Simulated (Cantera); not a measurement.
Transport properties of process gases

Gas mixture: 100 % C2H6, at 5.00 bar, frozen composition.

Cantera's kinetic-theory transport with the Lennard-Jones parameters of GRI-Mech 3.0, ideal gas; thermal conductivity in the multicomponent form. The composition is frozen, though it would react at the higher temperatures.

```
T (K)  ρ (kg/m³)  cp (J/kg/K)  μ (µPa s)  λ (mW/m/K)     Pr  D (cm²/s) NH3  D (cm²/s) N2  D (cm²/s) O
-----  ---------  -----------  ---------  ----------  -----  -------------  ------------  -----------
400         4.52         2167       12.3        35.5  0.752         0.0520        0.0507       0.0776
550         3.29         2784       16.2        60.1  0.753         0.0962        0.0891        0.136
700         2.58         3308       19.7        86.6  0.753          0.151         0.135        0.205
850         2.13         3717       22.9         113  0.752          0.215         0.188        0.286
1000        1.81         4080       25.7         140  0.751          0.288         0.248        0.376
1150        1.57         4365       28.4         165  0.750          0.369         0.314        0.475
1300        1.39         4601       31.0         190  0.749          0.457         0.386        0.583
```
D: mixture-averaged diffusion coefficient of that species in the mixture.
